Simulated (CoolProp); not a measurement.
Saturation properties of tetradecamethylhexasiloxane (MD4M).

Computed with CoolProp (reference Helmholtz-energy equation of state, Thol 2019).

```tsv
T (°C)	p (bar)	vapour density (kg/m³)	enthalpy of vaporisation (kJ/kg)	liquid cp (kJ/(kg K))	surface tension (mN/m)
74.15	0.0005644	0.008974	157.7	1.826	14.8
93.15	0.002021	0.03049	151.5	1.867	13.6
112.25	0.006137	0.08811	145.3	1.907	12.4
131.35	0.01613	0.2213	139.3	1.946	11.3
150.35	0.03741	0.4926	133.3	1.985	10.1
169.45	0.07873	1.0000	127.3	2.022	9.03
188.55	0.1521	1.874	121.3	2.060	7.96
207.55	0.2723	3.279	115.2	2.097	6.92
226.65	0.4602	5.454	108.9	2.134	5.92
245.65	0.7364	8.670	102.3	2.172	4.96
```

It boils at 259.7 °C under 1 atm.

Surface tension comes from a separate correlation (Mulero 2014), older than this fluid's equation and unchecked against measurements.
